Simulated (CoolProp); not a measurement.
Vapour-liquid equilibrium of R134a (1) + R124 (2) at 0.0241 MPa; x and y are mole fractions of (1).

The numbers come from the multi-fluid Helmholtz-energy mixture model, Tillner-Roth 1994 and de Vries 1995; pair parameters Bell 2016 in CoolProp.

Q: Give the bubble temperature and the first vapour's composition at x = 0.5, 0.65, 0.95. Is there an azeotrope?

A: x = 0.5: -49.7 °C, y = 0.666; x = 0.65: -51.0 °C, y = 0.774; x = 0.95: -53.1 °C, y = 0.967. No azeotrope shows between x = 0.05 and 0.95.

The pair parameters rest on a limited set of measurements; away from them the model extrapolates.
